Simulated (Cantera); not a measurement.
An adiabatic, constant-volume homogeneous reactor starts with 13.6 % CO, 0.476 % H2, 18.1 % O2, 67.8 % N2, equivalence ratio 0.39, at 950 K and 5.00 bar.

Computed with Cantera and GRI-Mech 3.0 (53 species, 325 reactions). The hydrogen kinetics of GRI-Mech 3.0 are dated; newer H2 mechanisms differ, most at raised pressure.

Question: Predict: time of steepest temperature rise; temperature at 0.400 s; equilibrium temperature; x(CO) at 0.400 s; x(H2) at 0.400 s; x(O2) at 0.400 s; x(H) at 0.400 s; x(OH) at 0.400 s; x(CO2) at 0.400 s.

Answer: 
```
Quantity                                                               Value
---------------------------------  -----------------------------------------
time of steepest temperature rise                                    36.4 ms
temperature at 0.400 s                                                2284 K
equilibrium temperature                                               2284 K
x(CO) at 0.400 s                     0.00135 (gas-phase equilibrium 0.00135)
x(H2) at 0.400 s                     8.01e-6 (gas-phase equilibrium 8.01e-6)
x(O2) at 0.400 s                         0.114 (gas-phase equilibrium 0.114)
x(H) at 0.400 s                      7.58e-6 (gas-phase equilibrium 7.58e-6)
x(OH) at 0.400 s                   0.000707 (gas-phase equilibrium 0.000707)
x(CO2) at 0.400 s                        0.145 (gas-phase equilibrium 0.145)
```
